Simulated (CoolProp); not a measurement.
n-perfluorobutane at 293.15 K and 0.16 MPa is throttled through a valve to 0.0846 MPa with no heat exchange. Each further row changes one setting.

Values from CoolProp's reference Helmholtz-energy equation of state, Gao 2022.

```
case                        temperature change (K)  final density (kg/m³)
--------------------------  ----------------------  ---------------------
as stated                                     -1.1                    ___
outlet pressure 0.0254 MPa                     ___                    ___
outlet pressure 0.11 MPa                      -0.8                    ___
```

Task: What belongs in the gaps?

Result: 
- as stated, final density (kg/m³): 8.56
- outlet pressure 0.0254 MPa, temperature change (K): -2.0
- outlet pressure 0.0254 MPa, final density (kg/m³): 2.52
- outlet pressure 0.11 MPa, final density (kg/m³): 11.2
